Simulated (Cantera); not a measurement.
A closed system holds: 1 mol Si, 1.5 mol Cl₂, 4 mol H₂, held at 1325 K and 1600000 Pa.

These are equilibrium values from Cantera (NASA tables, ideal gas, pure condensed phases), not measurements of a reactor. Candidate condensed phases: Si; 19 gas species. The tables' values for SiCl₃ are old estimates; treat these amounts as uncertain. The numbers say what is thermodynamically allowed, not how fast it happens.

Base state: H₂ 0.781, SiHCl₃ 0.0774, SiCl₄ 0.0765, HCl 0.0395, SiH₂Cl₂ 0.0112, SiCl₃ 0.00878, SiCl₂ 0.00547, SiH₃Cl 0.000462 (mole fractions); condensed: Si(s).

### Question
What changes in the equilibrium state with this change: temperature from 1325 K to 848.15 K?

### Answer
```json
[
 {"species": "H₂", "before": "0.781", "after": "0.807"},
 {"species": "SiHCl₃", "before": "0.0774", "after": "0.0974"},
 {"species": "SiCl₄", "before": "0.0765", "after": "0.0842"},
 {"species": "HCl", "before": "0.0395", "after": "0.00113"},
 {"species": "SiH₂Cl₂", "before": "0.0112", "after": "0.00988"},
 {"species": "SiCl₂", "before": "0.00547", "after": "1.89e-6"},
 {"species": "SiCl₃", "before": "0.00878", "after": "4.69e-5"},
 {"species": "Si(s), mol", "before": "0.154", "after": "0.115"}
]
```

### Question
What changes in the equilibrium state with this change: Cl₂ from 1.5 to 1.9 mol?

### Answer
```json
[
 {"species": "H₂", "before": "0.781", "after": "0.738"},
 {"species": "SiCl₄", "before": "0.0765", "after": "0.113"},
 {"species": "SiHCl₃", "before": "0.0774", "after": "0.0715"},
 {"species": "HCl", "before": "0.0395", "after": "0.0595"},
 {"species": "SiH₂Cl₂", "before": "0.0112", "after": "0.00651"},
 {"species": "SiH₃Cl", "before": "0.000462", "after": "0.000167"},
 {"species": "SiCl₂", "before": "0.00547", "after": "0.00335"},
 {"species": "SiCl₃", "before": "0.00878", "after": "0.00834"},
 {"species": "Si(s), mol", "before": "0.154", "after": "0"}
]
```
